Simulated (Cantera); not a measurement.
# Metals in furnace atmospheres: Fe + CO + N2

Charge: 1 mol Fe, 0.3 mol CO, 2.5 mol N2, held at 1998 K.

Cantera equilibrium calculation (NASA polynomials, part measured and part estimated; ideal gas, pure solids and liquids). Candidate condensed phases: C, Fe, Fe(CO)5, FeO, Fe2O3, Fe3O4; 27 gas species. Rates play no part.

From 10.0 Pa to 82.0 Pa nothing is condensed. From 6.70 mbar to 30.0 bar the condensed part is Fe(l). The main Fe-bearing gas is Fe throughout.

| P (Pa) | log p N2 | log p Fe | log p CO | log p CO2 | log p C2N2 | log p CN | log p N | n Fe(l) |
|---|---|---|---|---|---|---|---|---|
| 10 | -4.18 | -4.58 | -5.10 | -11.65 | <-16 | -11.49 | -11.15 | 0 |
| 82 | -3.27 | -3.67 | -4.19 | -10.49 | -13.97 | -10.37 | -10.69 | 0 |
| 670 | -2.25 | -3.45 | -3.17 | -9.16 | -11.52 | -9.14 | -10.18 | 0.843 |
| 5500 | -1.31 | -3.45 | -2.23 | -7.96 | -9.24 | -8.01 | -9.71 | 0.982 |
| 45000 | -0.40 | -3.45 | -1.32 | -6.67 | -7.24 | -7.01 | -9.26 | 0.998 |
| 370000 | 0.52 | -3.45 | -0.40 | -5.22 | -5.57 | -6.17 | -8.80 | 1.000 |
| 3000000 | 1.43 | -3.45 | 0.51 | -3.57 | -4.32 | -5.55 | -8.34 | 1.000 |
log p: log10 of the partial pressure in bar; n: condensed amount in mol.
